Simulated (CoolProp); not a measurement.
The numbers come from the reference Helmholtz-energy equation of state, Thol 2016 in CoolProp.

Q: For hexamethyldisiloxane (MM), give the phase and the density (kg/m³), expansivity (1/kK) at 140.45 °C and 1210 kPa; 140.45 °C and 9660 kPa.

A: 
- 140.45 °C and 1210 kPa: liquid; density 628, expansivity 2.17
- 140.45 °C and 9660 kPa: liquid; density 659, expansivity 1.58
